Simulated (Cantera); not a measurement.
A perfectly stirred reactor is fed with H₂ : O₂ : N₂ = 1.6 : 1 : 12 (molar parts), at 0.630 bar; it is held at 1300 K, and followed from long to short residence time.

Model: GRI-Mech 3.0 (53 species, 325 reactions), integrated in Cantera. The temperature is held fixed by assumption; the heat of reaction is taken as removed at once.

Predict: x(H₂) at τ = 16.0 s; x(O₂) at τ = 16.0 s; x(NO) at τ = 16.0 s; x(O) at τ = 16.0 s; x(H) at τ = 16.0 s; x(H₂) at τ = 0.130 s; x(O₂) at τ = 0.130 s; x(NO) at τ = 0.130 s; x(O) at τ = 0.130 s; x(H) at τ = 0.130 s.

x(H₂) at τ = 16.0 s: 2.25e-5
x(O₂) at τ = 16.0 s: 0.0145
x(NO) at τ = 16.0 s: 1.27e-6
x(O) at τ = 16.0 s: 3.35e-6
x(H) at τ = 16.0 s: 7.72e-7
x(H₂) at τ = 0.130 s: 0.000542
x(O₂) at τ = 0.130 s: 0.0146
x(NO) at τ = 0.130 s: 8.84e-7
x(O) at τ = 0.130 s: 8.82e-5
x(H) at τ = 0.130 s: 9.24e-5
